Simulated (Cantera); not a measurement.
An isothermal, constant-pressure homogeneous reactor starts with NO : N2 = 1 : 1.5 (molar parts), at 2200 K and 750 Torr.

Computed with Cantera and GRI-Mech 3.0 (53 species, 325 reactions).

One state of this run: x NO = 0.0122; x NO2 = 1.49e-5; x O = 0.00120; x N2O = 6.81e-7; x N2 = 0.793. x: mole fraction; the columns are a selection and need not sum to one.

Task: Which value of t (s) does it belong to?
A) 0.0127
B) 6.57
C) 2.44e-5
D) 0.00104

Result: B, 6.57
